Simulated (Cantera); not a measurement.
Input: 1 mol SiF₄, 17 mol NH₃, equilibrated at 0.140 bar.

Equilibrium computed with Cantera from the NASA thermochemical tables; the gas is ideal and each condensed phase is pure. Candidate condensed phases: Si, Si₃N₄; 37 gas species. The tables' values for SiF₃, SiF₂ are old estimates; treat these amounts as uncertain. Rates play no part.

x: gas mole fraction; n: condensed amount in mol.

| T (K) | x H₂ | x N₂ | x SiF₄ | x HF | n Si₃N₄(s) |
|---|---|---|---|---|---|
| 1173 | 0.728 | 0.243 | 0.0279 | 0.00143 | 0.00300 |
| 1223 | 0.727 | 0.243 | 0.0277 | 0.00188 | 0.00381 |
| 1273 | 0.727 | 0.243 | 0.0273 | (withheld) | (withheld) |
| 1323 | 0.726 | 0.242 | 0.0269 | (withheld) | (withheld) |
| 1373 | 0.726 | 0.242 | 0.0263 | 0.00380 | 0.00591 |
| 1423 | 0.725 | 0.242 | 0.0255 | 0.00462 | 0.00587 |
| 1473 | 0.724 | 0.242 | 0.0244 | 0.00553 | 0.00489 |
| 1523 | 0.723 | 0.242 | 0.0230 | 0.00650 | 0.00242 |
| 1573 | 0.721 | 0.242 | 0.0213 | 0.00787 | 0 |

### Question
Complete the blanks.

### Answer

- 1323, x HF: 0.00307
- 1323, n Si₃N₄(s): 0.00541
- 1273, x HF: 0.00243
- 1273, n Si₃N₄(s): 0.00466
